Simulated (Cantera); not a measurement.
Input: 1 mol SiCl4, 200 mol H2, held at 1473.15 K and 70.0 mbar.

Method: chemical equilibrium by Gibbs-energy minimisation in Cantera with the NASA 1993 tables (ideal gas, pure condensed phases). Candidate condensed phases: Si; 19 gas species. The tables' values for SiCl3 are old estimates; treat these amounts as uncertain. Rates play no part.

What is the equilibrium state?


```json
{
 "x(H2)": "0.981",
 "x(HCl)": "0.0177",
 "x(SiCl2)": "0.00101",
 "x(H)": "4.75e-5",
 "x(SiCl3)": "1.42e-5",
 "x(SiHCl3)": "3.54e-6",
 "x(SiH2Cl2)": "2.89e-6",
 "x(SiH2)": "1.03e-6",
 "n(Si(s))": "0.792 mol",
 "gas_amount": "202.0 mol"
}
```
